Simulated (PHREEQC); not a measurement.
Solution (25 °C): 0.11 mol/kgw KHSO4, 3.9e-05 mol/kgw NH4BF4 and 9.5e-05 mol/kgw LiF. Closed to the air; pH follows from the charge balance.

Equilibrium calculation in PHREEQC: ion-association model, phreeqc.dat.

Precipitation was switched off in this run.

**Question.** Predict the pH, specific conductance, ionic strength.

**Answer.** pH 1.41; specific conductance 26100 µS/cm; ionic strength 0.191 mol/kgw.

**Question.** In which forms is F present?

**Answer.** HF 98 %, F- 2.5 % of the F.

Real BF4- forms and hydrolyses slowly; the run takes it at equilibrium.
